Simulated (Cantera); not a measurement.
Input: 1 mol Si, 0.11 mol CO, 9.4 mol H2, 0.68 mol CO2, equilibrated at 2300 Pa.

Method: chemical equilibrium by Gibbs-energy minimisation in Cantera with the NASA 1993 tables (ideal gas, pure condensed phases). Candidate condensed phases: C, C6H6, C7H8, C8H18, H2O, Si, SiC, SiO2; 123 gas species. Mutual solubility and eutectic melting of coexisting phases are not modelled. The tables hold silica as quartz up to 1696 K and as liquid above; real silica turns to tridymite and cristobalite and melts near 1996 K. Equilibrium is a limit: real reactors are often held back by kinetics, nucleation or transport.

Question: What share of the Si ends up in condensed phases as a function of T (°C), at 600, 750, 900, 1050, 1200, 1350, 1500?

Answer: 
```
T (°C)  Si condensed (%)                       as
------  ----------------  -----------------------
600                100.0  SiC(s) + SiO2(β-quartz)
750                100.0  SiC(s) + SiO2(β-quartz)
900                100.0  SiC(s) + SiO2(β-quartz)
1050               100.0  SiC(s) + SiO2(β-quartz)
1200                97.2  SiC(s) + SiO2(β-quartz)
1350                16.0                   SiC(s)
1500                16.0                   SiC(s)
```
